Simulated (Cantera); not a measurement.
Input: 1 mol MgO, 3 mol O2, 0.27 mol H2O, equilibrated at 1750 K and 0.133 bar.

Cantera equilibrium calculation (NASA polynomials, part measured and part estimated; ideal gas, pure solids and liquids). Candidate condensed phases: H2O, Mg, MgO, Mg(OH)2; 15 gas species. Rates play no part.

Base state: O2 0.917, H2O 0.0820, OH 0.00109, O 0.000196 (mole fractions); condensed: MgO(s).

**Question.** What changes in the equilibrium state with this change: H2O from 0.27 to 0.67 mol?

**Answer.** 
```
species        before     after
-----------  --------  --------
O2              0.917     0.817
H2O            0.0820     0.182
OH            0.00109   0.00158
H2            7.82e-6   1.84e-5
O            0.000196  0.000185
MgO(s), mol     1.000     1.000
```

**Question.** What changes in the equilibrium state with this change: temperature from 1750 K to 1825 K?

**Answer.** 
| species | before | after |
|---|---|---|
| O2 | 0.917 | 0.916 |
| H2O | 0.0820 | 0.0816 |
| OH | 0.00109 | 0.00173 |
| O | 0.000196 | 0.000403 |
| H2 | 7.82e-6 | 1.58e-5 |
| MgO(s), mol | 1.000 | 1.000 |

**Question.** What changes in the equilibrium state with this change: temperature from 1750 K to 1073.15 K?

**Answer.** 
| species | before | after |
|---|---|---|
| O2 | 0.917 | 0.917 |
| H2O | 0.0820 | 0.0826 |
| OH | 0.00109 | 9.47e-7 |
| O | 0.000196 | 3.28e-9 |
| MgO(s), mol | 1.000 | 1.00 |
